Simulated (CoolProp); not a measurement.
Vapour pressure (bar) of n-undecane: the reference equation beside estimates from Tc = 365.7 °C, pc = 19.90 bar, ω = 0.539. Clausius-Clapeyron is anchored at 176.05 °C with a constant enthalpy of vaporisation of 43.31 kJ/mol.

The numbers come from the reference Helmholtz-energy equation of state, Aleksandrov 2011 in CoolProp. It is a short technical equation, of lower accuracy than the large ones.

```csv
T (°C),reference,Lee-Kesler,Clausius-Clapeyron,van der Waals,Redlich-Kwong,Soave-Redlich-Kwong,Peng-Robinson
159.75,0.3821,0.3795,0.3932,3.375,1.316,0.3793,0.3874
165.25,0.4492,0.4474,0.4572,3.604,1.470,0.4472,0.4553
170.65,0.5240,0.5232,0.5283,3.839,1.633,0.5231,0.5310
176.05,0.6084,0.6090,0.6084,4.084,1.808,0.6090,0.6166
181.55,0.7052,0.7075,0.7000,4.343,2.001,0.7078,0.7148
186.95,0.8118,0.8162,0.8007,4.608,2.204,0.8168,0.8230
192.35,0.9307,0.9376,0.9131,4.883,2.422,0.9388,0.9439
197.85,1.066,1.075,1.041,5.174,2.658,1.078,1.081
203.25,1.213,1.226,1.180,5.470,2.906,1.229,1.231
208.65,1.375,1.392,1.333,5.777,3.170,1.397,1.397
214.15,1.557,1.579,1.506,6.101,3.455,1.586,1.583
219.55,1.754,1.781,1.694,6.430,3.753,1.790,1.784
```

Absolute difference from the reference over all 12 rows, mean and median: Lee-Kesler 0.8 and 0.7 %, Clausius-Clapeyron 2.0 and 2.1 %, van der Waals 476.0 and 446.1 %, Redlich-Kwong 170.9 and 165.9 %, Soave-Redlich-Kwong 0.9 and 0.8 %, Peng-Robinson 1.5 and 1.4 %.
